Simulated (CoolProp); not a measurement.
Saturation properties of the fluoroketone C6F12O (FK-5-1-12) (Tc = 168.7 °C, pc = 18.69 bar, ω = 0.471).

Values from CoolProp's reference Helmholtz-energy equation of state, McLinden 2015.

| T (°C) | p (bar) | liquid density (kg/m³) | vapour density (kg/m³) | enthalpy of vaporisation (kJ/kg) | liquid cp (kJ/(kg K)) |
|---|---|---|---|---|---|
| 3.75 | 0.1513 | 1665 | 2.111 | 100.6 | 1.092 |
| 13.15 | 0.2390 | 1637 | 3.247 | 98.07 | 1.096 |
| 22.55 | 0.3641 | 1610 | 4.830 | 95.51 | 1.101 |
| 32.05 | 0.5390 | 1581 | 7.002 | [?] | 1.107 |
| 41.45 | 0.7721 | 1551 | 9.854 | 90.19 | 1.115 |
| 50.85 | 1.078 | 1521 | 13.56 | 87.41 | 1.123 |
| 60.35 | 1.476 | 1489 | 18.36 | 84.48 | [?] |
| 69.75 | 1.973 | 1456 | [?] | 81.46 | [?] |

### Question
Fill in the missing entries.

### Answer

- 32.05, enthalpy of vaporisation (kJ/kg): 92.87
- 60.35, liquid cp (kJ/(kg K)): 1.134
- 69.75, vapour density (kg/m³): 24.38
- 69.75, liquid cp (kJ/(kg K)): 1.146

It boils at 49.1 °C under 1 atm.
